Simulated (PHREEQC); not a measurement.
Dissolve 0.0037 mol/kgw PbCl2 and 0.00032 mol/kgw NaNO3 at 25 °C. Closed to the air; pH follows from the charge balance.

All values are PHREEQC results (ion-association model, phreeqc.dat), not measurements.

No solid was allowed to form.

Task: Order these Cl species by the share of Cl that they hold, largest first: PbCl2, Cl-, PbCl+.

Result: Cl- (92 %), PbCl+ (7.5 %), PbCl2 (0.13 %)

The pH is 5.17 and the ionic strength 0.0103 mol/kgw.
